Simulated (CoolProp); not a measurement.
Vapour-liquid equilibrium of benzene (1) + octamethylcyclotetrasiloxane (D4) (2) at 178.25 °C; x and y are mole fractions of (1).

The numbers come from the multi-fluid Helmholtz-energy mixture model, Thol 2012 and Thol 2015; pair parameters Bell 2016 in CoolProp.

```json
[
 {"x": "0.05", "bubble pressure, mixture model (kPa)": "136.6", "bubble pressure, Raoult's law (kPa)": "152.3", "y, mixture model": "0.234", "y, Raoult's law": "0.327"},
 {"x": "0.15", "bubble pressure, mixture model (kPa)": "202.9", "bubble pressure, Raoult's law (kPa)": "241.1", "y, mixture model": "0.522", "y, Raoult's law": "0.620"},
 {"x": "0.25", "bubble pressure, mixture model (kPa)": "277.5", "bubble pressure, Raoult's law (kPa)": "329.9", "y, mixture model": "[?]", "y, Raoult's law": "0.755"},
 {"x": "0.35", "bubble pressure, mixture model (kPa)": "357.2", "bubble pressure, Raoult's law (kPa)": "418.7", "y, mixture model": "0.779", "y, Raoult's law": "0.832"},
 {"x": "0.45", "bubble pressure, mixture model (kPa)": "440.5", "bubble pressure, Raoult's law (kPa)": "507.5", "y, mixture model": "[?]", "y, Raoult's law": "0.883"},
 {"x": "0.55", "bubble pressure, mixture model (kPa)": "527.6", "bubble pressure, Raoult's law (kPa)": "596.3", "y, mixture model": "0.889", "y, Raoult's law": "0.919"},
 {"x": "0.65", "bubble pressure, mixture model (kPa)": "619.7", "bubble pressure, Raoult's law (kPa)": "685.1", "y, mixture model": "0.924", "y, Raoult's law": "0.945"},
 {"x": "0.75", "bubble pressure, mixture model (kPa)": "718.7", "bubble pressure, Raoult's law (kPa)": "773.9", "y, mixture model": "0.952", "y, Raoult's law": "0.965"},
 {"x": "0.85", "bubble pressure, mixture model (kPa)": "[?]", "bubble pressure, Raoult's law (kPa)": "862.7", "y, mixture model": "0.975", "y, Raoult's law": "0.981"},
 {"x": "0.95", "bubble pressure, mixture model (kPa)": "939.9", "bubble pressure, Raoult's law (kPa)": "951.5", "y, mixture model": "0.993", "y, Raoult's law": "0.994"}
]
```

Q: What belongs in the gaps?

A: 
- 0.25, y, mixture model: 0.682
- 0.45, y, mixture model: 0.843
- 0.85, bubble pressure, mixture model (kPa): 826.1

The largest gap from Raoult's law is -15.9 % in bubble pressure, at x = 0.25. No azeotrope shows between x = 0.05 and 0.95.

Pair parameters are fitted to limited data, so mixtures are less certain than the pure fluids.
